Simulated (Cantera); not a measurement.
Mixture: C3H8 : O2 : N2 = 1 : 5.43 : 34.8 (molar parts), equivalence ratio 0.92, at 15800 Torr, adiabatic and at constant volume. Ignition delay is the time to a rise of 400 K.

Detailed kinetics in Cantera: GRI-Mech 3.0 (53 species, 325 reactions). GRI-Mech 3.0 was tuned for natural gas; its chemistry of propane as a main component is partial and can be far from experiment. The pressure lies above the range GRI-Mech 3.0 was tuned for (to about 10 atm).

**Question.** Predict: delay at 1048 K; delay at 1148 K; delay at 1248 K; delay at 1348 K; apparent activation energy between 1298 and 1398 K.

**Answer.** 
```
Item                                                     Value
--------------------------------------------------  ----------
delay at 1048 K                                        19.4 ms
delay at 1148 K                                        3.18 ms
delay at 1248 K                                       0.569 ms
delay at 1348 K                                       0.118 ms
apparent activation energy between 1298 and 1398 K  220 kJ/mol
```
